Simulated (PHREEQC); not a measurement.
## Leach liquor: an equilibrium model

Make-up at 25 °C: 0.0024 mol H2SO4, 0.22 mol ZnSO4 and 0.0025 mol MnSO4 per kg of water. Closed to the air; pH follows from the charge balance.

Model: ion-association model, phreeqc.dat, run in PHREEQC.

No solid was allowed to form.

Q: What pH, ionic strength, density does the model give?

A: pH 2.84; ionic strength 0.430 mol/kgw; density 1.033 g/cm³.

Q: In which forms is S present?

A: ZnSO4 34 %, Zn(SO4)2-2 33 %, SO4-2 31 %, HSO4- 1.3 % of the S.
